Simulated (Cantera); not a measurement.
# Equilibrium for carbon deposition, reforming and gasification: CH4 + H2O + N2

Input: 1 mol CH4, 1.6 mol H2O, 27 mol N2, held at 25.0 Pa.

Equilibrium computed with Cantera from the NASA thermochemical tables; the gas is ideal and each condensed phase is pure. Candidate condensed phases: C, C6H6, C7H8, C8H18, H2O; 136 gas species. Equilibrium is a limit: real reactors are often held back by kinetics, nucleation or transport.

From 1800 K to 2400 K nothing is condensed. The main C-bearing gas is CO throughout.

| T (K) | log p N2 | log p H | log p H2 | log p CO | log p H2O | log p O |
|---|---|---|---|---|---|---|
| 1800 | -3.67 | -5.76 | -4.64 | -5.12 | -5.36 | -8.91 |
| 1900 | -3.67 | -5.43 | -4.66 | -5.12 | -5.37 | -8.12 |
| 2000 | -3.68 | -5.14 | -4.69 | -5.13 | -5.38 | -7.40 |
| 2100 | -3.68 | -4.89 | -4.76 | -5.13 | -5.43 | -6.75 |
| 2200 | -3.69 | -4.68 | -4.86 | -5.14 | -5.55 | -6.20 |
| 2300 | -3.70 | -4.52 | -5.02 | -5.14 | -5.83 | -5.80 |
| 2400 | -3.71 | -4.41 | -5.23 | -5.15 | -6.29 | -5.57 |
log p: log10 of the partial pressure in bar; nothing condenses.
